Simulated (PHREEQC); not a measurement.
Consider water at 25 °C with 9.9 mmol/kgw HNO3 and 14 mmol/kgw FeCl3. Closed to the air; pH follows from the charge balance.

All values are PHREEQC results (ion-association model, phreeqc.dat), not measurements.

Each row changes one thing in this solution. Precipitation was switched off in this run.

```csv
case,pH,ionic strength (mol/kgw)
as made,1.95,0.0793
FeCl3 left out,2.04,0.00990
HNO3 from 0.0099 to 0.099 mol/kgw,1.10,0.171
HNO3 from 0.0099 to 0.00099 mol/kgw,(withheld),0.0709
diluted 10-fold with water,2.71,(withheld)
```

**Question.** What belongs in the gaps?

**Answer.** 
- HNO3 from 0.0099 to 0.00099 mol/kgw, pH: 2.22
- diluted 10-fold with water, ionic strength (mol/kgw): 0.00734

Species that the database lacks are ignored. Some of these states are supersaturated (in Hematite (slow to form), Goethite (slow to form), for instance).
